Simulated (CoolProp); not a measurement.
R365MFC along the isobar 43.1 bar: Z from the reference equation and from simpler models built on Tc = 460.0 K, pc = 32.66 bar, ω = 0.377; each cubic takes its own stable root.

Computed with CoolProp (reference Helmholtz-energy equation of state, Lemmon 2016).

| T (K) | phase | reference | van der Waals | Redlich-Kwong | Soave-Redlich-Kwong | Peng-Robinson |
|---|---|---|---|---|---|---|
| 315.2 | liquid | 0.1977 | 0.3204 | 0.2236 | 0.2129 | 0.1887 |
| 327.3 | liquid | [?] | 0.3142 | 0.2205 | 0.2095 | 0.1856 |
| 339.5 | liquid | 0.1918 | 0.3089 | 0.2181 | 0.2069 | 0.1832 |
| 351.6 | liquid | [?] | 0.3044 | 0.2166 | 0.2051 | 0.1815 |
| 363.7 | liquid | 0.1881 | 0.3009 | 0.2158 | 0.2041 | 0.1806 |
| 375.9 | liquid | 0.1872 | 0.2983 | 0.2158 | 0.2041 | 0.1806 |
| 388 | liquid | 0.1870 | 0.2966 | 0.2169 | 0.2051 | 0.1815 |
| 400.1 | liquid | 0.1876 | 0.2961 | 0.2191 | 0.2074 | 0.1836 |
| 412.2 | liquid | 0.1892 | 0.2968 | 0.2227 | 0.2114 | 0.1873 |
| 424.4 | liquid | 0.1922 | 0.2991 | 0.2283 | 0.2177 | 0.1933 |
| 436.5 | liquid | 0.1974 | [?] | 0.2366 | 0.2273 | 0.2024 |
| 448.6 | liquid | 0.2060 | 0.3107 | 0.2492 | 0.2428 | 0.2173 |
| 460.8 | supercritical | 0.2227 | 0.3227 | [?] | 0.2708 | 0.2447 |
| 472.9 | supercritical | 0.2728 | 0.3432 | 0.3096 | 0.3357 | 0.3103 |
| 485 | supercritical | 0.4611 | 0.3830 | 0.3998 | 0.4733 | 0.4454 |
| 497.1 | supercritical | 0.5611 | 0.4608 | 0.5033 | 0.5723 | 0.5416 |

Q: Fill in the missing entries.

A: 
- 327.3, reference: 0.1945
- 351.6, reference: 0.1897
- 436.5, van der Waals: 0.3035
- 460.8, Redlich-Kwong: 0.2700
